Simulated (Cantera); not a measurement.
A Cantera script and what it prints.

```python
import numpy as np
import cantera as ct

gas_names = """
    CL CL2 H HCL H2 N NH NH2 NH3 N2 N2H2 N2H4 Si SiCL SiCL2 SiCL3 SiCL4 SiH SiHCL3 SiH2 SiH2CL2 SiH3
    SiH3CL SiH4 SiN Si2 Si2N Si3
""".split()
cond_names = """
    NH4CL(a) NH4CL(b) Si(cr) Si(L) Si3N4(a)
""".split()


def load(file, names, dense=False):
    # The tables refer to 1 bar. Condensed volumes are neglected.
    table = {s.name: s for s in ct.Species.list_from_file(file)}
    out = []
    for n in names:
        d = dict(table[n].input_data)
        d["thermo"] = dict(d["thermo"], **{"reference-pressure": 1e5})
        if dense:
            d["equation-of-state"] = {"model": "constant-volume", "density": "1e6 g/cm^3"}
        out.append(ct.Species.from_dict(d))
    return out


gas = ct.Solution(thermo="ideal-gas", species=load("nasa_gas.yaml", gas_names))
cond = {s.name: ct.Solution(thermo="fixed-stoichiometry", species=[s], name=s.name)
        for s in load("nasa_condensed.yaml", cond_names, dense=True)}
atoms = {
    'SiH2Cl2': {'Si': 1, 'H': 2, 'CL': 2},
    'N2': {'N': 2},
    'NH3': {'N': 1, 'H': 3},
}
top_T = {'Si3N4(a)': 2400}  # K; cautious upper limits of use, not melting points


def equilibrate(T, P, feed):
    n = {}
    for name, mol in feed.items():
        for a, k in atoms[name].items():
            n[a] = n.get(a, 0.0) + k * mol
    gas.TPX = T, P, n
    mass = sum(n.values()) * gas.mean_molecular_weight
    gas.equilibrate("TP")
    valid = [c for c in cond.values() if c.min_temp <= T <= top_T.get(c.name, c.max_temp)]
    mix = ct.Mixture([(gas, mass / gas.mean_molecular_weight)] + [(c, 0.0) for c in valid])
    mix.T, mix.P = T, P
    mix.equilibrate("TP", solver="vcs", rtol=1e-11, max_steps=5000)
    return mix


results = []
feed = {'SiH2Cl2': 1, 'N2': 21, 'NH3': 0.78}  # mol
T = 998.15  # K
P = 31  # Pa
mix = equilibrate(T, P, feed)
results.append((T, P, feed, dict(zip(mix.species_names, mix.species_moles))))
x = sorted(zip(gas.X, gas.species_names), reverse=True)
print(f"T = {T:g} K  P = {P:g} Pa  gas = {mix.phase_moles(0):.4g} mol")
print("   x: " + "  ".join(f"{s} {v:.3e}" for v, s in x if v > 0.001))
print("   condensed (mol): " + ("  ".join(f"{mix.phase(i).name} {mix.phase_moles(i):.4g}"
      for i in range(1, mix.n_phases) if mix.phase_moles(i) > 1e-12) or "none"))
```

It prints:

```
T = 998.15 K  P = 31 Pa  gas = 23.89 mol
   x: N2 8.677e-01  HCL 8.204e-02  H2 4.981e-02
   condensed (mol): Si3N4(a) 0.33
```

These are equilibrium values from Cantera (NASA tables, ideal gas, pure condensed phases), not measurements of a reactor.
